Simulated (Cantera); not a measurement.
Feed: 1 mol SF6, 5.2 mol H2, equilibrated at 1127 °C and 18.0 Pa.

These are equilibrium values from Cantera (NASA tables, ideal gas, pure condensed phases), not measurements of a reactor. The numbers say what is thermodynamically allowed, not how fast it happens.

```
species    before     after
-------  --------  --------
HF          0.691     0.681
H2          0.248     0.240
S2         0.0545    0.0480
H        0.000181    0.0131
S        0.000204    0.0121
H2S       0.00474  0.000763
SH        0.00123   0.00468
```
Gas species are given as mole fractions.

### Question
What was changed between the two runs?
A. temperature from 1127 °C to 2225 °C
B. temperature from 1127 °C to 1527 °C
C. temperature from 1127 °C to 3150 °C
D. pressure from 18.0 Pa to 0.670 bar

### Answer
B, temperature from 1127 °C to 1527 °C
